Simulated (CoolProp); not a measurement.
R134a at several states: Z from the reference equation and from simpler models built on Tc = 101.1 °C, pc = 4.059 MPa, ω = 0.327; each cubic takes its own stable root.

Values from CoolProp's reference Helmholtz-energy equation of state, Tillner-Roth 1994.

```csv
T (°C),p (MPa),phase,reference
141.95,2.65,gas,0.8265
120.65,0.0639,gas,0.9954
-83.85,2.66,liquid,0.1117
```

Q: How far does each simpler model (Soave-Redlich-Kwong, Peng-Robinson) lie from the reference over these 3 states: mean and median of the absolute difference, and the worst?

A: 
- Soave-Redlich-Kwong: mean 5.6 %, median 1.0 %, worst +15.8 % at -83.85 °C and 2.66 MPa
- Peng-Robinson: mean 1.5 %, median 1.4 %, worst +3.0 % at -83.85 °C and 2.66 MPa
